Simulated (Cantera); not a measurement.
## HMDSO + CO2 + N2 (silicon oxide and oxynitride deposition)

Input: 1 mol HMDSO, 3.5 mol CO2, a varied amount of N2, at 898.15 K and 81.0 mbar.

Equilibrium computed with Cantera from the NASA thermochemical tables; the gas is ideal and each condensed phase is pure. Candidate condensed phases: C, C6H6, C7H8, C8H18, H2O, Si, SiC, SiO2, Si2N2O, Si3N4; 151 gas species. The feed counts by its element totals alone. Equilibrium is a limit: real reactors are often held back by kinetics, nucleation or transport.

| n(N2) (mol) | log p N2 | log p H2 | log p CO | log p H2O | log p CO2 | log p CH4 | log p NH3 | log p HCN | n C(graphite) | n SiO2(β-quartz) |
|---|---|---|---|---|---|---|---|---|---|---|
| 10 | -1.44 | -1.51 | -1.93 | -3.03 | -3.08 | -3.51 | -5.90 | -7.55 | 5.90 | 2.00 |
| 12 | -1.40 | -1.55 | -1.96 | -3.10 | -3.15 | -3.59 | -5.93 | -7.55 | 5.88 | 2.00 |
| 14 | -1.37 | -1.58 | -1.99 | -3.16 | -3.21 | -3.65 | -5.96 | -7.55 | 5.85 | 2.00 |
| 16 | -1.34 | -1.61 | -2.01 | -3.22 | -3.26 | -3.71 | -6.00 | -7.55 | 5.84 | 2.00 |
| 19 | -1.31 | -1.65 | -2.05 | -3.30 | -3.34 | -3.80 | -6.04 | -7.56 | 5.81 | 2.00 |
| 22 | -1.29 | -1.69 | -2.09 | -3.38 | -3.41 | -3.88 | -6.09 | -7.56 | 5.79 | 2.00 |
| 25 | -1.27 | -1.73 | -2.12 | -3.45 | -3.47 | -3.95 | -6.13 | -7.57 | 5.77 | 2.00 |
| 30 | -1.24 | -1.78 | -2.17 | -3.55 | -3.57 | -4.05 | -6.20 | -7.59 | 5.74 | 2.00 |
| 34 | -1.23 | -1.82 | -2.20 | -3.62 | -3.64 | -4.13 | -6.25 | -7.60 | 5.73 | 2.00 |
| 40 | -1.21 | -1.87 | -2.25 | -3.72 | -3.74 | -4.23 | -6.32 | -7.61 | 5.70 | 2.00 |
| 47 | -1.20 | -1.92 | -2.30 | -3.82 | -3.84 | -4.34 | -6.39 | -7.63 | 5.68 | 2.00 |
| 55 | -1.18 | -1.98 | -2.35 | -3.93 | -3.94 | -4.45 | -6.47 | -7.65 | 5.67 | 2.00 |
log p: log10 of the partial pressure in bar; n: condensed amount in mol.

From 10 mol N2 to 55 mol N2 the condensed part is C(graphite) + SiO2(β-quartz).
